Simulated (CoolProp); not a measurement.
Vapour-liquid equilibrium of CF4 (R14) (1) + R13 (2) at 203.9 K; x and y are mole fractions of (1).

The numbers come from the multi-fluid Helmholtz-energy mixture model, Platzer 1990 and Platzer 1990; pair parameters Bell 2016 in CoolProp. This equation is an older, rougher fit; its heat capacities, sound speeds and derivatives of the liquid may be far off and weren't checked against measurements.

Q: Give the bubble pressure and the first vapour's composition at x = 0.05, 0.275, 0.725. Is there an azeotrope?

A: x = 0.05: 0.2807 MPa, y = 0.350; x = 0.275: 0.6612 MPa, y = 0.757; x = 0.725: 1.313 MPa, y = 0.930. No azeotrope shows between x = 0.05 and 0.95.

The pair parameters rest on a limited set of measurements; away from them the model extrapolates. The gap from Raoult's law changes sign with composition, which may be real or a fault of the pair parameters; it wasn't checked against measurements.
